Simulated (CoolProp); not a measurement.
Vapour-liquid equilibrium of dimethyl ether (1) + n-butane (2) at 60.65 °C; x and y are mole fractions of (1).

Computed with CoolProp (multi-fluid Helmholtz-energy mixture model, Wu 2011 and Bücker 2006; pair parameters Bell 2016).

Give the bubble pressure and the first vapour's composition at x = 0.05, 0.45, 0.85. Is there an azeotrope?

x = 0.05: 713.5 kPa, y = 0.121; x = 0.45: 1121 kPa, y = 0.619; x = 0.85: 1393 kPa, y = 0.892. No azeotrope shows between x = 0.05 and 0.95.

The pair parameters rest on a limited set of measurements; away from them the model extrapolates.
